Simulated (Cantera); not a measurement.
Feed: 1 mol PbO, 0.037 mol H₂, 0.1 mol N₂, 0.025 mol O₂, held at 0.368 Torr.

Equilibrium computed with Cantera from the NASA thermochemical tables; the gas is ideal and each condensed phase is pure. Candidate condensed phases: H₂O, Pb, PbO, PbO₂, Pb₃O₄; 27 gas species. Equilibrium is a limit: real reactors are often held back by kinetics, nucleation or transport.

### Question
At 773 K, list the 3 most abundant gas species with their mole fractions, and the condensed phases.

### Answer
N₂ 0.697, H₂O 0.258, O₂ 0.0453. Condensed: PbO(yellow).
